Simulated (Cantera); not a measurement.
Source: NASA polynomial tables (part measured, part estimated), evaluated in Cantera. Values are per mole of reaction as written; species without (g) are pure solids or liquids, kept so even where they would boil at 1 bar. TaC: taken at fixed stoichiometry.

4 TaC + C2H6(g) → 4 Ta + C6H6(g)

```tsv
T (K)	ΔH° (kJ)	ΔS° (J/K)	ΔG° (kJ)	log10 K
1723	___	___	___	___
1748	___	___	___	___
1773	731.6	20.0	696.2	-20.51
1798	731.4	19.8	695.7	-20.21
1823	731.1	19.7	695.2	-19.92
1848	730.8	19.5	694.8	-19.64
1873	730.5	19.4	694.3	-19.36
1898	730.2	19.2	693.8	-19.09
1923	729.9	19.1	693.3	-18.83
1948	729.6	18.9	692.8	-18.58
1973	___	___	___	___
```

**Question.** Some entries are withheld; supply them.

**Answer.** 
- 1723, ΔH° (kJ): 732.1
- 1723, ΔS° (J/K): 20.3
- 1723, ΔG° (kJ): 697.2
- 1723, log10 K: -21.14
- 1748, ΔH° (kJ): 731.9
- 1748, ΔS° (J/K): 20.1
- 1748, ΔG° (kJ): 696.7
- 1748, log10 K: -20.82
- 1973, ΔH° (kJ): 729.3
- 1973, ΔS° (J/K): 18.7
- 1973, ΔG° (kJ): 692.4
- 1973, log10 K: -18.33
